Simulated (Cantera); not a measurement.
What does this Cantera script print?

```python
import numpy as np
import cantera as ct

gas = ct.Solution("gri30.yaml")
gas.TPX = 1525, 4000, {'CH4': 0.024, 'H2': 1, 'H': 0.013, 'H2O': 0.0025}
reactor = ct.IdealGasConstPressureReactor(gas, energy="off", clone=False)
net = ct.ReactorNet([reactor])
net.rtol, net.atol = 1e-08, 1e-18
show = ['CH4', 'H2', 'H', 'C2H', 'CH2']
times = np.geomspace(1e-05, 10, 13)

steps = ct.SolutionArray(gas, extra=["t"])
rows = []
print(f"{'t/s':>10s}{'T/K':>9s}{'P/Pa':>11s}" + "".join(f"{s:>11s}" for s in show))
for t in times:
    while net.time < t:
        t_next = net.step()
        steps.append(gas.state, t=t_next)
    rows.append([np.interp(t, steps.t, y) for y in (steps.T, steps.P, *steps(*show).X.T)])
    print(f"{t:10.3e}{rows[-1][0]:9.1f}{rows[-1][1]:11.4g}" + "".join(f"{x:11.3e}" for x in rows[-1][2:]))
rate = np.gradient(steps.T, steps.t)
print("integrator steps:", len(steps.t))
if steps.T.max() > steps.T[0] + 200:
    print(f"time of steepest temperature rise: {steps.t[rate.argmax()]:.4e} s")
gas.TPX = 1525, 4000, {'CH4': 0.024, 'H2': 1, 'H': 0.013, 'H2O': 0.0025}
gas.equilibrate("TP")
print(f"equilibrium (TP): T = {gas.T:.1f} K  " + "  ".join(f"{s} {gas[s].X[0]:.3e}" for s in show))
```

Result:

```
       t/s      T/K       P/Pa        CH4         H2          H        C2H        CH2
 1.000e-05   1525.0       4000  2.135e-02  9.638e-01  1.074e-02  1.646e-12  2.411e-06
 3.162e-05   1525.0       4000  1.998e-02  9.653e-01  9.198e-03  4.107e-11  7.579e-06
 1.000e-04   1525.0       4000  1.958e-02  9.665e-01  8.129e-03  2.602e-10  8.764e-06
 3.162e-04   1525.0       4000  1.984e-02  9.682e-01  6.560e-03  1.282e-09  6.683e-06
 1.000e-03   1525.0       4000  2.034e-02  9.709e-01  4.053e-03  2.889e-09  3.367e-06
 3.162e-03   1525.0       4000  2.071e-02  9.734e-01  1.849e-03  2.698e-09  9.433e-07
 1.000e-02   1525.0       4000  2.077e-02  9.748e-01  7.046e-04  1.478e-09  1.645e-07
 3.162e-02   1525.0       4000  2.070e-02  9.753e-01  2.613e-04  6.554e-10  2.444e-08
 1.000e-01   1525.0       4000  2.062e-02  9.755e-01  1.246e-04  3.411e-10  5.686e-09
 3.162e-01   1525.0       4000  2.044e-02  9.757e-01  1.061e-04  3.133e-10  4.100e-09
 1.000e+00   1525.0       4000  1.992e-02  9.759e-01  1.063e-04  3.745e-10  4.008e-09
 3.162e+00   1525.0       4000  1.842e-02  9.767e-01  1.071e-04  5.527e-10  3.763e-09
 1.000e+01   1525.0       4000  1.481e-02  9.786e-01  1.092e-04  9.899e-10  3.147e-09
integrator steps: 1226
equilibrium (TP): T = 1525.0 K  CH4 2.399e-03  H2 9.861e-01  H 1.183e-04  C2H 2.336e-09  CH2 5.976e-10
```

Detailed kinetics in Cantera: GRI-Mech 3.0 (53 species, 325 reactions). GRI-Mech 3.0 stops at C3 and has no aromatics, soot or wall deposition, so with more carbon than oxygen in the feed, carbon stays in small species such as C2H2 where larger ones or solid carbon would form. Radical loss at walls, strong at low pressure, is not modelled.
